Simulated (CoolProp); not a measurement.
R507A at 298.15 K and 2.69 MPa is throttled through a valve to 0.81 MPa with no heat exchange. Each further row changes one setting.

Computed with CoolProp (reference Helmholtz-energy equation of state, Lemmon 2003). It is a pseudo-pure fit of the blend.

```csv
case,temperature change (K),final phase,final density (kg/m³)
as stated,-16.5,"two-phase, vapour fraction 0.153",228
outlet pressure 0.243 MPa,-51.7,"two-phase, vapour fraction 0.388",32.5
outlet pressure 1.05 MPa,-7.4,"two-phase, vapour fraction 0.073",461
```
